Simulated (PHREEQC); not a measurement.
A made-up water analysis in mmol/kgw, 5 °C, pH 5.76, pe 1.4:

```json
[
 {"constituent": "Na", "mmol/kgw": "0.0787"},
 {"constituent": "K", "mmol/kgw": "0.0115"},
 {"constituent": "Ca", "mmol/kgw": "0.0375"},
 {"constituent": "Mg", "mmol/kgw": "0.00379"},
 {"constituent": "Cl", "mmol/kgw": "0.0428"},
 {"constituent": "S(6)", "mmol/kgw": "0.0112"},
 {"constituent": "Alkalinity (meq/kgw)", "mmol/kgw": "0.107"},
 {"constituent": "N(-3)", "mmol/kgw": "0.000181"},
 {"constituent": "Li", "mmol/kgw": "0.00101"},
 {"constituent": "Mn(2)", "mmol/kgw": "0.000126"},
 {"constituent": "B", "mmol/kgw": "0.000152"},
 {"constituent": "Fe(2)", "mmol/kgw": "0.00187"}
]
```

Valence states are taken as typed.

Equilibrium calculation in PHREEQC: ion-association model, phreeqc.dat.

Each row changes one thing in this solution. No solid was allowed to form.

| case | CO2 (mol/kgw) | HCO3- (mol/kgw) | CaSO4 (mol/kgw) | CaHCO3+ (mol/kgw) | FeHCO3+ (mol/kgw) | NaHCO3 (mol/kgw) | SI of Siderite (FeCO3) | SI of Rhodochrosite (MnCO3) |
|---|---|---|---|---|---|---|---|---|
| as made | 0.000610 | 0.000109 | 5.51e-8 | 3.03e-8 | 1.88e-8 | 5.25e-9 | -3.77 | -4.64 |
| all concentrations times 3 at the same typed pH | (withheld) | (withheld) | 4.43e-7 | 2.55e-7 | 1.56e-7 | 4.56e-8 | -2.85 | -3.73 |
| S(6) from 0.0112 to 0.0056 mmol/kgw | 0.000610 | 0.000109 | (withheld) | 3.03e-8 | 1.88e-8 | 5.25e-9 | -3.77 | -4.64 |
| pH from 5.76 to 6.06 at the same alkalinity | 0.000303 | 0.000108 | 5.51e-8 | 3.00e-8 | 1.86e-8 | 5.21e-9 | -3.47 | -4.35 |

### Question
Some entries are withheld; supply them.

### Answer

- all concentrations times 3 at the same typed pH, CO2 (mol/kgw): 0.00179
- all concentrations times 3 at the same typed pH, HCO3- (mol/kgw): 0.000322
- S(6) from 0.0112 to 0.0056 mmol/kgw, CaSO4 (mol/kgw): 2.77e-8

At this temperature some constants are extrapolated from 25 °C, and those without enthalpy data are left unchanged.
